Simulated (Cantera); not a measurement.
## Moist CO burnout

An isothermal, constant-pressure homogeneous reactor starts with 0.109 % CO, 0.663 % O₂, 0.317 % H₂O, 98.9 % N₂, equivalence ratio 0.082, at 975 K and 500000 Pa.

Detailed kinetics in Cantera: GRI-Mech 3.0 (53 species, 325 reactions).

| t (s) | x CO | x O₂ | x H₂O | x HO₂ | x CO₂ | x H₂O₂ | x OH |
|---|---|---|---|---|---|---|---|
| 0.000800 | 0.00109 | 0.00663 | 0.00317 | 4.44e-12 | 2.36e-11 | <1e-12 | <1e-12 |
| 0.00203 | 0.00109 | 0.00663 | 0.00317 | 2.65e-11 | 8.23e-11 | <1e-12 | 1.90e-12 |
| 0.00517 | 0.00109 | 0.00663 | 0.00317 | 1.19e-10 | 3.00e-10 | <1e-12 | 3.08e-12 |
| 0.0131 | 0.00109 | 0.00663 | 0.00317 | 4.08e-10 | 1.09e-9 | <1e-12 | 4.65e-12 |
| 0.0334 | 0.00109 | 0.00663 | 0.00317 | 1.27e-9 | 4.56e-9 | <1e-12 | 8.93e-12 |
| 0.0849 | 0.00109 | 0.00663 | 0.00317 | 4.54e-9 | 2.59e-8 | 6.06e-12 | 2.52e-11 |
| 0.216 | 0.00109 | 0.00663 | 0.00317 | 2.74e-8 | 2.61e-7 | 2.08e-10 | 1.46e-10 |
| 0.548 | 0.00108 | 0.00662 | 0.00316 | 3.30e-7 | 8.56e-6 | 3.16e-8 | 2.94e-9 |
| 1.39 | 0.00101 | 0.00659 | 0.00316 | 4.21e-7 | 7.66e-5 | 5.27e-8 | 4.41e-9 |
| 3.54 | 0.000855 | 0.00651 | 0.00316 | 3.91e-7 | 0.000233 | 4.53e-8 | 4.30e-9 |
| 9.00 | 0.000577 | 0.00637 | 0.00317 | 3.19e-7 | 0.000512 | 3.02e-8 | 3.94e-9 |
x: mole fraction; the columns are a selection and need not sum to one.

Equilibrium at this temperature and pressure: CO <1e-12, O₂ 0.00608, H₂O 0.00317, HO₂ 1.15e-11, CO₂ 0.00109, H₂O₂ 1.12e-12, OH 3.43e-9 (gas phase only).
